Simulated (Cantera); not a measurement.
A closed system holds: 1 mol PbO, 1.8 mol H₂, 1.5 mol N₂, equilibrated at 13.3 mbar.

These are equilibrium values from Cantera (NASA tables, ideal gas, pure condensed phases), not measurements of a reactor. Candidate condensed phases: H₂O, Pb, PbO, PbO₂, Pb₃O₄; 27 gas species. Rates play no part. All values below are at 773 K.

Base state: N₂ 0.455, H₂O 0.303, H₂ 0.242 (mole fractions); condensed: Pb(l).

Question: What changes in the equilibrium state with this change: H₂ from 1.8 to 0.091 mol?

Answer: 
| species | before | after |
|---|---|---|
| N₂ | 0.455 | 0.943 |
| H₂O | 0.303 | 0.0572 |
| H₂ | 0.242 | 3.14e-6 |
| Pb(l), mol | 1.000 | 0.0910 |
| PbO(yellow), mol | 0 | 0.909 |
